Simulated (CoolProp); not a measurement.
R123 along the isobar 0.839 MPa: fugacity coefficient from the reference equation and from simpler models built on Tc = 456.8 K, pc = 3.662 MPa, ω = 0.282; each cubic takes its own stable root.

The numbers come from the reference Helmholtz-energy equation of state, Younglove 1994 in CoolProp. It is a modified Benedict-Webb-Rubin equation, recast in Helmholtz form.

```json
[
 {"T (K)": "178.5", "phase": "liquid", "reference": "2.923e-5"},
 {"T (K)": "192.1", "phase": "liquid", "reference": "0.0001403"},
 {"T (K)": "205.7", "phase": "liquid", "reference": "0.0005284"},
 {"T (K)": "219.2", "phase": "liquid", "reference": "0.001627"},
 {"T (K)": "232.8", "phase": "liquid", "reference": "0.004319"},
 {"T (K)": "246.4", "phase": "liquid", "reference": "0.01007"},
 {"T (K)": "260", "phase": "liquid", "reference": "0.02110"},
 {"T (K)": "273.6", "phase": "liquid", "reference": "0.04036"},
 {"T (K)": "287.2", "phase": "liquid", "reference": "0.07151"},
 {"T (K)": "300.8", "phase": "liquid", "reference": "0.1187"},
 {"T (K)": "314.4", "phase": "liquid", "reference": "0.1862"},
 {"T (K)": "328", "phase": "liquid", "reference": "0.2782"},
 {"T (K)": "341.6", "phase": "liquid", "reference": "0.3983"}
]
```

Task: How far does each simpler model (van der Waals, Redlich-Kwong, Soave-Redlich-Kwong, Peng-Robinson) lie from the reference over these 13 states: mean and median of the absolute difference, and the worst?

Result: 
- van der Waals: mean 9166.0 %, median 1182.9 %, worst +68015.0 % at 178.5 K and 0.839 MPa
- Redlich-Kwong: mean 182.7 %, median 143.3 %, worst +451.1 % at 178.5 K and 0.839 MPa
- Soave-Redlich-Kwong: mean 2.1 %, median 1.1 %, worst +9.8 % at 178.5 K and 0.839 MPa
- Peng-Robinson: mean 8.2 %, median 3.2 %, worst +34.6 % at 178.5 K and 0.839 MPa

At some of these states van der Waals gives the other phase, because its saturation line lies elsewhere.
